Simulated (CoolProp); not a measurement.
n-perfluorohexane along the isotherm 450 K: fugacity coefficient from the reference equation and from simpler models built on Tc = 448.0 K, pc = 1742 kPa, ω = 0.497; each cubic takes its own stable root.

Values from CoolProp's reference Helmholtz-energy equation of state, Gao 2022.

| p (kPa) | phase | reference | van der Waals | Redlich-Kwong | Soave-Redlich-Kwong | Peng-Robinson |
|---|---|---|---|---|---|---|
| 79.2 | gas | 0.9844 | 0.9867 | 0.9847 | 0.9848 | 0.9831 |
| 158 | gas | 0.9689 | 0.9734 | 0.9696 | 0.9698 | 0.9664 |
| 237 | gas | 0.9534 | 0.9602 | 0.9546 | 0.9548 | 0.9498 |
| 317 | gas | 0.9378 | 0.9468 | 0.9394 | 0.9397 | 0.9332 |
| 396 | gas | 0.9224 | 0.9335 | 0.9245 | 0.9249 | 0.9169 |
| 475 | gas | 0.9071 | 0.9203 | 0.9097 | 0.9101 | 0.9008 |
| 554 | gas | 0.8919 | 0.9071 | 0.8950 | 0.8954 | 0.8847 |
| 633 | gas | 0.8767 | 0.8940 | 0.8803 | 0.8807 | 0.8688 |
| 712 | gas | 0.8615 | 0.8808 | 0.8656 | 0.8662 | 0.8530 |
| 792 | gas | 0.8462 | 0.8674 | 0.8508 | 0.8514 | 0.8371 |
| 871 | gas | 0.8310 | 0.8541 | 0.8362 | 0.8369 | 0.8215 |
